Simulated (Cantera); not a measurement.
Cantera run:

```python
import numpy as np
import cantera as ct

gas_names = [...]  # 118 gases of nasa_gas.yaml made of C, Cl, F, H
cond_names = """
    C(gr) C6H6(L) C7H8(L) C8H18(L),n-octa
""".split()


# ... load() reads the species with a 1 bar reference pressure and builds the phases ...
atoms = {
    'C2F6': {'C': 2, 'F': 6},
    'HCl': {'H': 1, 'CL': 1},
}
top_T = {'C(gr)': 4500}  # K; cautious upper limits of use, not melting points


# ... equilibrate(T, P, feed) seeds the gas with the atoms and calls Mixture.equilibrate('TP', solver="vcs", rtol=1e-11, max_steps=5000) ...
results = []
feed = {'C2F6': 1, 'HCl': 0.016}  # mol
T = 3225  # K
P = 1.6  # Pa
mix = equilibrate(T, P, feed)
results.append((T, P, feed, dict(zip(mix.species_names, mix.species_moles))))
x = sorted(zip(gas.X, gas.species_names), reverse=True)
print(f"T = {T:g} K  P = {P:g} Pa  gas = {mix.phase_moles(0):.4g} mol")
print("   x: " + "  ".join(f"{s} {v:.3e}" for v, s in x if v > 1e-05))
print("   condensed (mol): " + ("  ".join(f"{mix.phase(i).name} {mix.phase_moles(i):.4g}"
      for i in range(1, mix.n_phases) if mix.phase_moles(i) > 1e-12) or "none"))
```

Result:

```
T = 3225 K  P = 1.6 Pa  gas = 8 mol
   x: F 7.485e-01  C 2.437e-01  C2 2.119e-03  CL 2.000e-03  H 1.971e-03  CF 1.403e-03  C3 2.099e-04  HF 2.889e-05
   condensed (mol): none
```

Equilibrium computed with Cantera from the NASA thermochemical tables; the gas is ideal and each condensed phase is pure. The feed counts by its element totals alone.
